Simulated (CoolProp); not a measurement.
R13 along the isotherm -84.55 °C: Z from the reference equation and from simpler models built on Tc = 29.9 °C, pc = 3.973 MPa, ω = 0.175; each cubic takes its own stable root.

Model: reference Helmholtz-energy equation of state, Platzer 1990, in CoolProp. This equation is an older, rougher fit; its heat capacities, sound speeds and derivatives of the liquid may be far off and weren't checked against measurements.

| p (MPa) | phase | reference |
|---|---|---|
| 0.126 | liquid | 0.005478 |
| 0.203 | liquid | 0.008824 |
| 0.328 | liquid | 0.01425 |
| 0.53 | liquid | 0.02302 |
| 0.856 | liquid | 0.03716 |
| 1.38 | liquid | 0.05984 |
| 2.23 | liquid | 0.09653 |
| 3.61 | liquid | 0.1558 |
| 5.83 | liquid | 0.2506 |
| 9.42 | liquid | 0.4024 |
| 15.2 | liquid | 0.6431 |
| 24.6 | liquid | 1.027 |
| 39.7 | liquid | 1.626 |

Q: How far does each simpler model (van der Waals, Soave-Redlich-Kwong) lie from the reference over these 13 states: mean and median of the absolute difference, and the worst?

A: 
- van der Waals: mean 2706.0 %, median 52.1 %, worst +17625.4 % at -84.55 °C and 0.126 MPa
- Soave-Redlich-Kwong: mean 2.0 %, median 2.3 %, worst +2.4 % at -84.55 °C and 0.126 MPa

At some of these states van der Waals gives the other phase, because its saturation line lies elsewhere.
